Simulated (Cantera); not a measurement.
Mixture: CH₄ : O₂ : N₂ = 1 : 3.33 : 12.5 (molar parts), equivalence ratio 0.60, at 1.00 atm, adiabatic and at constant pressure. Ignition delay is the time to a rise of 400 K.

Detailed kinetics in Cantera: GRI-Mech 3.0 (53 species, 325 reactions).

Task: What does this change do: pressure from 1.00 atm to 0.365 atm?

Result: 
```csv
quantity,before,after
delay at 1223 K,25.0 ms,55.1 ms
delay at 1273 K,12.7 ms,27.3 ms
delay at 1323 K,6.69 ms,14.2 ms
delay at 1373 K,3.67 ms,7.83 ms
delay at 1423 K,2.10 ms,4.55 ms
delay at 1473 K,1.26 ms,2.79 ms
delay at 1523 K,0.785 ms,1.80 ms
apparent activation energy between 1423 and 1523 K,180 kJ/mol,170 kJ/mol
```
